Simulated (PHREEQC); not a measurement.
Dissolve 0.012 mol H2S, 0.00047 mol HCl and 0.00032 mol ZnCl2 per kg of water at 80 °C. Closed to the air; pH follows from the charge balance.

Computed with PHREEQC (ion-association model, phreeqc.dat).

No solid was allowed to form.

What pH, specific conductance, ionic strength does the model give?

pH 2.97; specific conductance 1160 µS/cm; ionic strength 0.00111 mol/kgw.

In which forms is S present?

H2S 95 %, Zn(HS)2 5.3 % of the S.

The solution is supersaturated, for example in Sphalerite (slow to form), so a real one may precipitate; this is no full list. Away from 25 °C the constants follow the database's enthalpies or fits; those with neither stay at their 25 °C values.
